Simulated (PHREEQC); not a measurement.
Make-up at 20 °C: 0.0021 mol/kgw NaH2PO4 and 0.1 mol/kgw Na2CO3. Closed to the air; pH follows from the charge balance.

All values are PHREEQC results (ion-association model, phreeqc.dat), not measurements.

Problem. The ionic strength comes out as 0.221 mol/kgw. What activity coefficients do NaHPO4-, HPO4-2, CO3-2, NaCO3-, HCO3- get?

Solution. NaHPO4- 0.74, HPO4-2 0.29, CO3-2 0.30, NaCO3- 0.74, HCO3- 0.74.

No solid was allowed to form. Complexes and solids missing from the database can't appear.
